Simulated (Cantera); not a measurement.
Charge: 1 mol SiHCl3, 49 mol NH3, equilibrated at 798.15 K and 0.300 bar.

Method: chemical equilibrium by Gibbs-energy minimisation in Cantera with the NASA 1993 tables (ideal gas, pure condensed phases). Candidate condensed phases: NH4Cl, Si, Si3N4; 28 gas species. Kinetics and transport are ignored.

Base state: H2 0.730, N2 0.240, HCl 0.0302, NH3 0.000279 (mole fractions); condensed: Si3N4(s).

Problem. What changes in the equilibrium state with this change: SiHCl3 replaced by SiH2Cl2?

Solution. 
```tsv
species	before	after
H2	0.730	0.740
N2	0.240	0.240
HCl	0.0302	0.0201
NH3	0.000279	0.000285
Si3N4(s), mol	0.333	0.333
```
